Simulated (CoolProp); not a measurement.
Values from CoolProp's reference Helmholtz-energy equation of state, Akasaka 2023.

**Question.** Give the vapour pressure (MPa), liquid density (kg/m³), vapour density (kg/m³), enthalpy of vaporisation (kJ/kg) of saturated R1336mzz(E) at 310.5, 338.9 K.

**Answer.** 
```csv
T (K),p (MPa),liquid density (kg/m³),vapour density (kg/m³),enthalpy of vaporisation (kJ/kg)
310.5,0.293,1290,20.8,137
338.9,0.665,1180,47.7,119
```
